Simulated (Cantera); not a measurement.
A perfectly stirred reactor is fed with C₂H₆ : N₂ = 1 : 4.5 (molar parts), at 0.430 bar; it is held at 1100 K, and followed from long to short residence time.

Model: GRI-Mech 3.0 (53 species, 325 reactions), integrated in Cantera. GRI-Mech 3.0 stops at C3 and has no aromatics, soot or wall deposition, so with more carbon than oxygen in the feed, carbon stays in small species such as C2H2 where larger ones or solid carbon would form.

**Question.** Predict: x(C₂H₆) at τ = 18.0 s; x(H) at τ = 18.0 s; x(C₂H₆) at τ = 91.0 ms; x(H) at τ = 91.0 ms.

**Answer.** 
| Item | Value |
|---|---|
| x(C₂H₆) at τ = 18.0 s | 0.00681 |
| x(H) at τ = 18.0 s | 2.59e-7 |
| x(C₂H₆) at τ = 91.0 ms | 0.121 |
| x(H) at τ = 91.0 ms | 4.59e-7 |
